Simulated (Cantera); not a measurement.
Silicon oxide and oxynitride deposition: Si2H6 + NO

Feed: 1 mol Si2H6, 2.8 mol NO, held at 1.00 bar.

Equilibrium computed with Cantera from the NASA thermochemical tables; the gas is ideal and each condensed phase is pure. Candidate condensed phases: H2O, Si, SiO2, Si2N2O, Si3N4; 35 gas species. The feed counts by its element totals alone. Mutual solubility and eutectic melting of coexisting phases are not modelled. The tables hold silica as quartz up to 1696 K and as liquid above; real silica turns to tridymite and cristobalite and melts near 1996 K. The numbers say what is thermodynamically allowed, not how fast it happens.

```
T (K)  log p H2  log p N2  log p SiO  log p H2O  log p H  log p NH3  n SiO2(β-quartz)  n Si2N2O(s)  n SiO2(condensed)
-----  --------  --------  ---------  ---------  -------  ---------  ----------------  -----------  -----------------
973       -0.13     -0.60       <-12      -4.21    -9.03      -3.64              1.20        0.400                  0
1048      -0.13     -0.60       <-12      -4.05    -8.17      -3.86              1.20        0.400                  0
1123      -0.13     -0.60     -11.36      -3.91    -7.43      -4.04              1.20        0.400                  0
1198      -0.13     -0.60      -9.88      -3.79    -6.78      -4.20              1.20        0.400                  0
1273      -0.13     -0.60      -8.58      -3.69    -6.21      -4.35              1.20        0.400                  0
1348      -0.13     -0.60      -7.43      -3.60    -5.70      -4.48              1.20        0.400                  0
1423      -0.13     -0.60      -6.40      -3.51    -5.24      -4.59              1.20        0.400                  0
1498      -0.13     -0.60      -5.48      -3.44    -4.83      -4.69              1.20        0.400                  0
1573      -0.13     -0.60      -4.64      -3.38    -4.45      -4.79              1.20        0.401                  0
1648      -0.13     -0.60      -3.89      -3.32    -4.11      -4.87              1.20        0.400                  0
1723      -0.13     -0.60      -3.20      -3.27    -3.80      -4.95                 0        0.400               1.20
1798      -0.13     -0.60      -2.58      -3.22    -3.52      -5.02                 0        0.397               1.19
1873      -0.13     -0.60      -2.01      -3.19    -3.26      -5.10                 0        0.388               1.18
```
log p: log10 of the partial pressure in bar; n: condensed amount in mol.

From 973 K to 1648 K the condensed part is SiO2(β-quartz) + Si2N2O(s). From 1723 K to 1873 K the condensed part is SiO2(condensed) + Si2N2O(s).
